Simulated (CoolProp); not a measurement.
Vapour-liquid equilibrium of 1-butene (1) + n-perfluorobutane (2) at 346.7 K; x and y are mole fractions of (1).

The numbers come from the multi-fluid Helmholtz-energy mixture model, Lemmon 2005 and Gao 2022; pair parameters Bell 2016 in CoolProp.

```json
[
 {"x": "0.05", "bubble pressure (kPa)": "1081", "y at the bubble point": "0.099", "dew pressure at overall composition x (kPa)": "1038", "liquid density (mol/L)": "5.388"},
 {"x": "0.2", "bubble pressure (kPa)": "1334", "y at the bubble point": "0.332", "dew pressure at overall composition x (kPa)": "1181", "liquid density (mol/L)": "5.585"},
 {"x": "0.35", "bubble pressure (kPa)": "1510", "y at the bubble point": "0.472", "dew pressure at overall composition x (kPa)": "1357", "liquid density (mol/L)": "5.818"},
 {"x": "0.5", "bubble pressure (kPa)": "1585", "y at the bubble point": "0.553", "dew pressure at overall composition x (kPa)": "1541", "liquid density (mol/L)": "6.177"},
 {"x": "0.65", "bubble pressure (kPa)": "1589", "y at the bubble point": "0.603", "dew pressure at overall composition x (kPa)": "1543", "liquid density (mol/L)": "6.778"},
 {"x": "0.8", "bubble pressure (kPa)": "1540", "y at the bubble point": "0.652", "dew pressure at overall composition x (kPa)": "1302", "liquid density (mol/L)": "7.675"},
 {"x": "0.95", "bubble pressure (kPa)": "1273", "y at the bubble point": "0.819", "dew pressure at overall composition x (kPa)": "1097", "liquid density (mol/L)": "8.835"}
]
```

y crosses x between x = 0.5 and 0.65: the model has an azeotrope there.

The pair parameters rest on a limited set of measurements; away from them the model extrapolates. With so large a gap from Raoult's law the liquid may split in two, which this calculation doesn't test in full.
